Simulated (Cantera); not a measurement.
A Cantera script and what it prints.

```python
import numpy as np
import cantera as ct

gas_names = """
    Cu CuF CuF2 Cu2 F F2 H HF H2 H2F2 H3F3 H4F4 H5F5 H6F6 H7F7
""".split()
cond_names = """
    Cu(cr) Cu(L) CuF2(s) CuF2(L)
""".split()


# ... load() reads the species with a 1 bar reference pressure and builds the phases ...
atoms = {
    'Cu': {'Cu': 1},
    'F2': {'F': 2},
    'H2': {'H': 2},
}
top_T = {}  # K; cautious upper limits of use, not melting points


# ... equilibrate(T, P, feed) seeds the gas with the atoms and calls Mixture.equilibrate('TP', solver="vcs", rtol=1e-11, max_steps=5000) ...
results = []
feed = {'Cu': 1, 'F2': 3.8, 'H2': 4.2}  # mol
T = 1175  # K
P = 4  # Pa
mix = equilibrate(T, P, feed)
results.append((T, P, feed, dict(zip(mix.species_names, mix.species_moles))))
print(gas.report(threshold=1e-05))
for i in range(1, mix.n_phases):
    print(f"{mix.phase(i).name:16s} {mix.phase_moles(i):12.5e} mol")
```

Result:

```
       temperature   1175 K
          pressure   4 Pa
           density   7.8266e-06 kg/m^3
  mean mol. weight   19.115 kg/kmol
   phase of matter   gas

                          1 kg             1 kmol
                     ---------------   ---------------
          enthalpy        -1.218e+07       -2.3282e+08  J
   internal energy       -1.2691e+07       -2.4259e+08  J
           entropy             15585        2.9791e+05  J/K
    Gibbs function       -3.0492e+07       -5.8287e+08  J
 heat capacity c_p            1618.9             30947  J/K
 heat capacity c_v              1184             22632  J/K

                      mass frac. Y      mole frac. X     chem. pot. / RT
                     ---------------   ---------------   ---------------
                Cu        0.00050293        0.00015129           -5.9425
               CuF        0.00014848        3.4384e-05           -51.599
                HF           0.99407            0.9498           -61.178
                H2         0.0052739          0.050006           -31.043
     [  +11 minor]        2.5198e-07        4.3386e-06

Cu(cr)            9.98514e-01 mol
CuF2(L)           0.00000e+00 mol
```

Cantera equilibrium calculation (NASA polynomials, part measured and part estimated; ideal gas, pure solids and liquids).
